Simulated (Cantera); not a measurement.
# C2H4 + NH3 (carbon deposition, reforming and gasification)

Input: 1 mol C2H4, 0.44 mol NH3, at 1650 K and 1000 Pa.

Equilibrium computed with Cantera from the NASA thermochemical tables; the gas is ideal and each condensed phase is pure. Candidate condensed phases: C, C6H6, C7H8, C8H18; 92 gas species. Rates play no part.

```
Property                 Value
-------------------  ---------
x(H2)                    0.922
x(N2)                   0.0760
x(H)                  0.000872
x(HCN)                0.000731
x(C2H2 (acetylene))    4.21e-5
x(HNC)                 1.92e-5
x(CH4)                 1.13e-5
n(C(graphite))        2.00 mol
gas amount           2.881 mol
```
